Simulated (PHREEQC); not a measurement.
**Copper plating or etch bath**

A solution holds 0.00047 mol CuCl2 and 0.0041 mol HCl per kg of water, at 45 °C. Closed to the air; pH follows from the charge balance.

Equilibrium calculation in PHREEQC: ion-association model, phreeqc.dat.

The pH is 2.42 and the ionic strength is 0.00549 mol/kgw. The specific conductance is 2630 µS/cm and the total alkalinity is -4.10 meq/kg.

| species | molality | activity | log γ |
|---|---|---|---|
| Cl- | 0.00503 | 0.00463 | -0.036 |
| H+ | 0.00410 | 0.00381 | -0.032 |
| Cu+2 | 0.000459 | 0.000335 | -0.137 |
| CuCl+ | 1.13e-5 | 1.04e-5 | -0.036 |
| CuCl2 | 3.18e-8 | 3.18e-8 | 0.001 |

No solid was allowed to form. At this temperature some constants are extrapolated from 25 °C, and those without enthalpy data are left unchanged.
